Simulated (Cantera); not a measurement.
A closed system holds: 1 mol BF3, 0.72 mol O2, 0.82 mol H2, held at 0.570 bar.

Cantera equilibrium calculation (NASA polynomials, part measured and part estimated; ideal gas, pure solids and liquids). Candidate condensed phases: B, B2O3, B3O3H3, H2O; 43 gas species. Gases not in the tables: H3BO3. Kinetics and transport are ignored.

**Question.** At 1100 °C, list the 7 most abundant gas species with their mole fractions, and the condensed phases.

**Answer.** HF 0.311, BF3 0.286, H2O 0.201, O2 0.136, B3O3F3 0.0412, BOF 0.0203, HBO2 0.00418. Condensed: B2O3(l).
